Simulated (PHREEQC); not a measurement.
Dissolve 0.0016 mol/kgw Sr(NO3)2 at 15 °C. Closed to the air; pH follows from the charge balance.

Model: ion-association model, phreeqc.dat, run in PHREEQC.

No solid was allowed to form.

Question: Predict the specific conductance.

Answer: specific conductance 304 µS/cm.
